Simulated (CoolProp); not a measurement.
Values from CoolProp's reference Helmholtz-energy equation of state, Lemmon 2005.

Q: For R125, give the phase and the density (kg/m³), Joule-Thomson coefficient (K/MPa), isothermal compressibility (1/MPa), conductivity (mW/(m K)) at 223.4 K and 3.57 bar; 239.6 K and 3.57 bar; 282.7 K and 3.57 bar.

A: 
- 223.4 K and 3.57 bar: liquid; density 1520, Joule-Thomson coefficient -0.280, isothermal compressibility 0.00214, conductivity 92.2
- 239.6 K and 3.57 bar: liquid; density 1460, Joule-Thomson coefficient -0.221, isothermal compressibility 0.00284, conductivity 84.7
- 282.7 K and 3.57 bar: gas; density 19.6, Joule-Thomson coefficient 17.5, isothermal compressibility 3.02, conductivity 13.0

Thermal conductivity comes from a separate model (Perkins 2006).
